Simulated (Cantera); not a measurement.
# Premixed flame

A freely propagating, adiabatic, planar premixed flame of H2 : O2 : N2 = 1 : 0.312 : 1.17 (molar parts), equivalence ratio 1.6, unburnt at 475 K and 1.00 atm; mixture-averaged transport, grid criteria slope 0.08 and curve 0.16, no radiation.

Detailed kinetics in Cantera: the H2/O2 subset of GRI-Mech 3.0, which has no nitrogen chemistry. Burning velocities carry a grid error of a few per cent, more on coarse grids.

```json
[
 {"z (mm)": "-1.20", "T (K)": "475", "u (m/s)": "6.21", "x H2": "0.403", "x O2": "0.126", "x OH": "<1e-8", "x H2O2": "<1e-8", "x HO2": "<1e-8", "x H2O": "<1e-8"},
 {"z (mm)": "-0.802", "T (K)": "475", "u (m/s)": "6.21", "x H2": "0.403", "x O2": "0.126", "x OH": "<1e-8", "x H2O2": "<1e-8", "x HO2": "<1e-8", "x H2O": "<1e-8"},
 {"z (mm)": "-0.602", "T (K)": "475", "u (m/s)": "6.21", "x H2": "0.403", "x O2": "0.126", "x OH": "<1e-8", "x H2O2": "<1e-8", "x HO2": "<1e-8", "x H2O": "<1e-8"},
 {"z (mm)": "-0.401", "T (K)": "475", "u (m/s)": "6.21", "x H2": "0.403", "x O2": "0.126", "x OH": "<1e-8", "x H2O2": "<1e-8", "x HO2": "1.47e-7", "x H2O": "9.42e-8"},
 {"z (mm)": "-0.201", "T (K)": "489", "u (m/s)": "6.37", "x H2": "0.400", "x O2": "0.126", "x OH": "3.13e-5", "x H2O2": "4.41e-6", "x HO2": "0.000197", "x H2O": "0.000383"},
 {"z (mm)": "-0.100", "T (K)": "736", "u (m/s)": "9.34", "x H2": "0.367", "x O2": "0.120", "x OH": "0.000895", "x H2O2": "3.27e-5", "x HO2": "0.000229", "x H2O": "0.0196"},
 {"z (mm)": "0", "T (K)": "1186", "u (m/s)": "14.6", "x H2": "0.265", "x O2": "0.0844", "x OH": "0.00245", "x H2O2": "3.86e-6", "x HO2": "8.42e-5", "x H2O": "0.101"},
 {"z (mm)": "0.100", "T (K)": "1497", "u (m/s)": "18.2", "x H2": "0.166", "x O2": "0.0266", "x OH": "0.00592", "x H2O2": "1.86e-6", "x HO2": "2.49e-5", "x H2O": "0.209"},
 {"z (mm)": "0.201", "T (K)": "1636", "u (m/s)": "19.7", "x H2": "0.139", "x O2": "0.00772", "x OH": "0.00742", "x H2O2": "1.18e-6", "x HO2": "6.89e-6", "x H2O": "0.246"},
 {"z (mm)": "0.401", "T (K)": "1768", "u (m/s)": "21.2", "x H2": "0.139", "x O2": "0.00311", "x OH": "0.00844", "x H2O2": "6.97e-7", "x HO2": "2.62e-6", "x H2O": "0.257"},
 {"z (mm)": "0.802", "T (K)": "1903", "u (m/s)": "22.6", "x H2": "0.146", "x O2": "0.00208", "x OH": "0.00867", "x H2O2": "3.74e-7", "x HO2": "1.64e-6", "x H2O": "0.262"},
 {"z (mm)": "1.60", "T (K)": "2033", "u (m/s)": "23.9", "x H2": "0.153", "x O2": "0.00126", "x OH": "0.00800", "x H2O2": "1.94e-7", "x HO2": "9.83e-7", "x H2O": "0.268"},
 {"z (mm)": "3.21", "T (K)": "2144", "u (m/s)": "24.9", "x H2": "0.158", "x O2": "0.000649", "x OH": "0.00655", "x H2O2": "1.03e-7", "x HO2": "5.36e-7", "x H2O": "0.274"}
]
```
x: mole fraction of selected species; z is measured from the peak of heat release.

```yaml
laminar_burning_velocity: 621 cm/s
thermal_thickness: 0.401 mm
peak x(OH): 0.00870
peak x(H2O2): 3.45e-5
peak x(HO2): 0.000380
grid_points: 121
```
